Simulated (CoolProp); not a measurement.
Vapour-liquid equilibrium of n-butane (1) + R245fa (2) at 111.55 °C; x and y are mole fractions of (1).

The numbers come from the multi-fluid Helmholtz-energy mixture model, Bücker 2006 and Akasaka 2015; pair parameters Bell 2016 in CoolProp.

| x | bubble pressure (kPa) | y at the bubble point | dew pressure at overall composition x (kPa) | liquid density (mol/L) |
|---|---|---|---|---|
| 0.05 | 1780 | … | 1698 | 7.661 |
| 0.2 | 2127 | … | 1946 | 7.332 |
| 0.35 | 2330 | 0.428 | 2211 | 7.048 |
| 0.5 | 2427 | 0.528 | 2408 | 6.882 |
| 0.65 | 2429 | 0.626 | 2415 | 6.914 |
| 0.8 | 2322 | 0.739 | 2232 | 7.148 |
| 0.95 | 2049 | 0.911 | 1982 | … |

Question: Fill in the missing entries.

Answer: 
- 0.05, y at the bubble point: 0.102
- 0.2, y at the bubble point: 0.302
- 0.95, liquid density (mol/L): 7.514

y crosses x between x = 0.5 and 0.65: the model has an azeotrope there.

Pair parameters are fitted to limited data, so mixtures are less certain than the pure fluids.
